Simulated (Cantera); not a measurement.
**SiH4 + N2O (silicon oxide and oxynitride deposition)**

Input: 1 mol SiH4, 38 mol N2O, at 0.698 Torr.

Equilibrium computed with Cantera from the NASA thermochemical tables; the gas is ideal and each condensed phase is pure. Candidate condensed phases: H2O, Si, SiO2, Si2N2O, Si3N4; 35 gas species. The tables hold silica as quartz up to 1696 K and as liquid above; real silica turns to tridymite and cristobalite and melts near 1996 K. The numbers say what is thermodynamically allowed, not how fast it happens.

At 552 °C the condensed part is SiO2(α-quartz). From 602 °C to 1002 °C the condensed part is SiO2(β-quartz).

```csv
T (°C),x N2,x O2,x H2O,x NO,x OH,x O,n SiO2(α-quartz),n SiO2(β-quartz)
552,0.667,0.298,0.0351,3.33e-6,6.76e-9,4.50e-12,1.00,0
602,0.667,0.298,0.0351,7.13e-6,2.61e-8,3.68e-11,0,1.00
652,0.667,0.298,0.0351,1.41e-5,8.73e-8,2.40e-10,0,1.00
702,0.667,0.298,0.0351,2.59e-5,2.58e-7,1.29e-9,0,1.00
752,0.667,0.298,0.0351,4.48e-5,6.86e-7,5.91e-9,0,1.00
802,0.667,0.298,0.0351,7.38e-5,1.66e-6,2.35e-8,0,1.00
852,0.667,0.298,0.0351,0.000116,3.74e-6,8.26e-8,0,1.00
902,0.667,0.298,0.0351,0.000176,7.83e-6,2.61e-7,0,1.00
952,0.667,0.298,0.0351,0.000258,1.55e-5,7.53e-7,0,1.00
1002,0.666,0.298,0.0351,0.000367,2.89e-5,2.00e-6,0,1.00
```
x: gas mole fraction; n: condensed amount in mol.
